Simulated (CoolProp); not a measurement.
Values from CoolProp's reference Helmholtz-energy equation of state, Lemmon 2006. It is a short technical equation, of lower accuracy than the large ones.

Question: Give the vapour pressure (kPa), liquid density (kg/m³), vapour density (kg/m³), enthalpy of vaporisation (kJ/kg) of saturated carbon monoxide at 99.5, 106.7, 121.1 K.

Answer: 
```csv
T (K),p (kPa),liquid density (kg/m³),vapour density (kg/m³),enthalpy of vaporisation (kJ/kg)
99.5,525,708,20.5,185
106.7,866,668,33.7,169
121.1,1990,565,84.6,124
```
